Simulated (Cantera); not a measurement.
**Premixed flame**

A freely propagating, adiabatic, planar premixed flame of 4.64 % CH4, 0.255 % C2H6, 0.604 % C3H8, 18.3 % O2, 68.7 % N2, 7.43 % H2O, unburnt at 450 K and 290000 Pa; mixture-averaged transport, grid criteria slope 0.08 and curve 0.16, no radiation.

Model: GRI-Mech 3.0 (53 species, 325 reactions), integrated in Cantera. GRI-Mech 3.0 was tuned for natural gas; its chemistry of propane as a main component is partial and can be far from experiment. Burning velocities carry a grid error of a few per cent, more on coarse grids.

```csv
z (mm),T (K),u (m/s),x CH4,x C2H6,x C3H8,x H,x HO2,x C2H
-0.899,451,0.232,0.0464,0.00255,0.00603,<1e-8,7.07e-8,<1e-8
-0.599,459,0.236,0.0460,0.00255,0.00603,<1e-8,8.68e-7,<1e-8
-0.450,480,0.248,0.0451,0.00253,0.00601,<1e-8,3.43e-6,<1e-8
-0.300,582,0.301,0.0411,0.00242,0.00582,<1e-8,2.04e-5,<1e-8
-0.150,954,0.498,0.0270,0.00171,0.00396,1.65e-6,0.000121,<1e-8
-0.0749,1282,0.673,0.0143,0.000845,0.00133,4.15e-5,0.000195,<1e-8
0,1600,0.840,0.00260,4.59e-5,1.89e-5,0.000401,0.000125,2.98e-8
0.0749,1738,0.908,7.89e-5,3.36e-8,<1e-8,0.000565,3.20e-5,<1e-8
0.150,1795,0.934,1.60e-6,<1e-8,<1e-8,0.000388,1.82e-5,<1e-8
0.300,1844,0.957,<1e-8,<1e-8,<1e-8,0.000143,8.50e-6,<1e-8
0.599,1872,0.970,<1e-8,<1e-8,<1e-8,2.89e-5,3.04e-6,<1e-8
1.20,1881,0.974,<1e-8,<1e-8,<1e-8,5.89e-6,1.35e-6,<1e-8
2.40,1883,0.975,<1e-8,<1e-8,<1e-8,3.32e-6,1.10e-6,<1e-8
```
x: mole fraction of selected species; z is measured from the peak of heat release.

```
Item                         Result
------------------------  ---------
laminar burning velocity  23.1 cm/s
thermal thickness          0.300 mm
peak x(H)                  0.000581
peak x(HO2)                0.000204
peak x(C2H)                 3.55e-8
grid points                     133
```
